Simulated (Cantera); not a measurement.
## Carbon deposition, reforming and gasification: C + O2 + H2

Charge: 1 mol C, 1.4 mol O2, 40 mol H2, equilibrated at 0.00190 bar.

Method: chemical equilibrium by Gibbs-energy minimisation in Cantera with the NASA 1993 tables (ideal gas, pure condensed phases). Candidate condensed phases: C, C6H6, C7H8, C8H18, H2O; 110 gas species. Equilibrium is a limit: real reactors are often held back by kinetics, nucleation or transport.

| T (°C) | x H2 | x H | x H2O | x CO |
|---|---|---|---|---|
| 1927 | 0.819 | 0.117 | 0.0402 | 0.0227 |
| 1977 | 0.786 | 0.151 | 0.0391 | 0.0223 |
| 2027 | 0.747 | 0.192 | 0.0376 | 0.0218 |
| 2077 | 0.701 | 0.240 | 0.0358 | 0.0212 |
| 2127 | 0.648 | 0.294 | 0.0335 | 0.0206 |
| 2177 | 0.590 | 0.354 | 0.0307 | 0.0198 |
| 2227 | 0.528 | 0.419 | 0.0274 | 0.0190 |
x: gas mole fraction; nothing condenses.

From 1927 °C to 2227 °C nothing is condensed. The main C-bearing gas is CO throughout.
